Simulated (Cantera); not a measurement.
A Cantera script and what it prints.

```python
import numpy as np
import cantera as ct

gas_names = [...]  # 76 gases of nasa_gas.yaml made of C, H
cond_names = """
    C(gr) C6H6(L) C7H8(L) C8H18(L),n-octa
""".split()


# ... load() reads the species with a 1 bar reference pressure and builds the phases ...
atoms = {
    'C6H6': {'C': 6, 'H': 6},
    'H2': {'H': 2},
}
top_T = {'C(gr)': 4500}  # K; cautious upper limits of use, not melting points


# ... equilibrate(T, P, feed) seeds the gas with the atoms and calls Mixture.equilibrate('TP', solver="vcs", rtol=1e-11, max_steps=5000) ...
results = []
feed = {'C6H6': 1, 'H2': 64}  # mol
T = 2300  # K
P = 38  # Pa
mix = equilibrate(T, P, feed)
results.append((T, P, feed, dict(zip(mix.species_names, mix.species_moles))))
x = sorted(zip(gas.X, gas.species_names), reverse=True)
print(f"T = {T:g} K  P = {P:g} Pa  gas = {mix.phase_moles(0):.4g} mol")
print("   x: " + "  ".join(f"{s} {v:.3e}" for v, s in x if v > 0.001))
print("   condensed (mol): " + ("  ".join(f"{mix.phase(i).name} {mix.phase_moles(i):.4g}"
      for i in range(1, mix.n_phases) if mix.phase_moles(i) > 1e-12) or "none"))
```

Output:

```
T = 2300 K  P = 38 Pa  gas = 83.12 mol
   x: H2 6.096e-01  H 3.876e-01  C2H2,acetylene 2.634e-03
   condensed (mol): C(gr) 5.534
```

Equilibrium computed with Cantera from the NASA thermochemical tables; the gas is ideal and each condensed phase is pure.
